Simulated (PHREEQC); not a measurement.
Synthetic water in mmol/kgw, 80 °C, pH 6.23:

```
constituent           mmol/kgw
--------------------  --------
Na                         124
K                          5.7
Ca                        2.14
Mg                       0.213
Cl                         134
S(6)                     0.615
Alkalinity (meq/kgw)    0.0347
Li                        3.28
```

Valence states are taken as typed.

Model: Pitzer model, pitzer.dat, run in PHREEQC.

```
quantity           before     after
---------------  --------  --------
HCO3- (mol/kgw)   3.49e-5   3.49e-5
CO2 (mol/kgw)     3.31e-5   3.08e-5
HSO4- (mol/kgw)   5.65e-8   5.20e-8
CO3-2 (mol/kgw)   1.39e-8   1.44e-8
MgOH+ (mol/kgw)   1.10e-8   8.96e-9
MgCO3 (mol/kgw)  4.18e-10  3.10e-10
```

What was changed between the two runs?
A) all concentrations times 2 at the same typed pH
B) pH from 6.23 to 6.53 at the same alkalinity
C) Cl from 134 to 402 mmol/kgw
D) Na from 124 to 248 mmol/kgw

D, Na from 124 to 248 mmol/kgw

No solid was allowed to form. Constants without temperature data keep their 25 °C values here.
